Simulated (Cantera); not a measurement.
Charge: 1 mol CO, 2.5 mol H2, 9.7 mol N2, equilibrated at 823.15 K and 1.00 bar.

Equilibrium computed with Cantera from the NASA thermochemical tables; the gas is ideal and each condensed phase is pure. Candidate condensed phases: C, C6H6, C7H8, C8H18, H2O; 136 gas species. The numbers say what is thermodynamically allowed, not how fast it happens.

Base state: N2 0.782, H2 0.135, H2O 0.0320, CO 0.0179, CH4 0.0170, CO2 0.0153, NH3 0.000105 (mole fractions); condensed: C(graphite).

What changes in the equilibrium state with this change: CO replaced by C2H2?


```json
[
 {"species": "N2", "before": "0.782", "after": "0.762"},
 {"species": "H2", "before": "0.135", "after": "0.200"},
 {"species": "CH4", "before": "0.0170", "after": "0.0373"},
 {"species": "H2O", "before": "0.0320", "after": "0"},
 {"species": "CO", "before": "0.0179", "after": "0"},
 {"species": "CO2", "before": "0.0153", "after": "0"},
 {"species": "NH3", "before": "0.000105", "after": "0.000186"},
 {"species": "C(graphite), mol", "before": "0.376", "after": "1.53"}
]
```
